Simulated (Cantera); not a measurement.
An isothermal plug-flow reactor at 1200 K and 210 Torr (inlet), inlet velocity 3.1 m/s, active area per volume 520 1/m; feed CH₄ : O₂ : N₂ = 0.0029 : 0.068 : 0.79 (molar parts), equivalence ratio 0.085.

Computed with Cantera and Deutschmann's 1995 Pt surface mechanism with GRI-Mech 3.0 gas chemistry. Catalytic surfaces can have several steady states; this one follows from the mechanism file's or the stated starting coverage. Mass transfer to the wall is taken as infinitely fast.

x: gas mole fraction; θ: surface coverage.

| z (m) | x CH₄ | x O₂ | x H₂O | x CO₂ | x CO | θ free Pt | θ O* |
|---|---|---|---|---|---|---|---|
| 3.5e-05 | 0.00335 | 0.0790 | (withheld) | 1.20e-5 | 2.38e-6 | 0.528 | 0.472 |
| 7.6e-05 | 0.00334 | 0.0789 | (withheld) | 2.72e-5 | 3.95e-6 | 0.528 | 0.472 |
| 0.00016 | 0.00330 | 0.0789 | (withheld) | 6.00e-5 | 5.23e-6 | 0.528 | 0.471 |
| 0.00035 | 0.00323 | 0.0787 | (withheld) | 0.000136 | 5.59e-6 | 0.528 | 0.471 |
| 0.00076 | 0.00307 | 0.0784 | (withheld) | 0.000294 | 5.35e-6 | 0.529 | 0.471 |
| 0.0016 | 0.00277 | 0.0778 | (withheld) | 0.000594 | 4.83e-6 | 0.529 | 0.471 |
| 0.0035 | 0.00219 | 0.0766 | (withheld) | 0.00117 | 3.82e-6 | 0.530 | 0.470 |

### Question
Fill in the missing entries.

### Answer

- 3.5e-05, x H₂O: 2.87e-5
- 7.6e-05, x H₂O: 6.22e-5
- 0.00016, x H₂O: 0.000130
- 0.00035, x H₂O: 0.000282
- 0.00076, x H₂O: 0.000599
- 0.0016, x H₂O: 0.00120
- 0.0035, x H₂O: 0.00235
